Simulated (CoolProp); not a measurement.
n-heptane along the isobar 5.66 MPa: density (kg/m³) from the reference equation and from simpler models built on Tc = 268.1 °C, pc = 2.774 MPa, ω = 0.349; each cubic takes its own stable root.

Model: reference Helmholtz-energy equation of state, Span 2003, in CoolProp. It is a short technical equation, of lower accuracy than the large ones.

```
T (°C)          phase  reference  Redlich-Kwong  Peng-Robinson
------  -------------  ---------  -------------  -------------
256.15         liquid      442.4          373.1          422.0
262.05         liquid      431.9          364.8          409.3
267.95         liquid      420.8          356.1          396.1
273.85  supercritical      409.1          347.3          382.2
279.75  supercritical      396.6          338.1          367.7
285.65  supercritical      383.4          328.7          352.7
291.45  supercritical      369.6          319.2          337.3
297.35  supercritical      354.8          309.2          321.2
303.25  supercritical      339.1          299.0          304.8
309.15  supercritical      322.7          288.5          288.3
315.05  supercritical      305.7          277.9          272.1
320.95  supercritical      288.3          267.1          256.5
326.85  supercritical      270.8          256.3          241.9
```
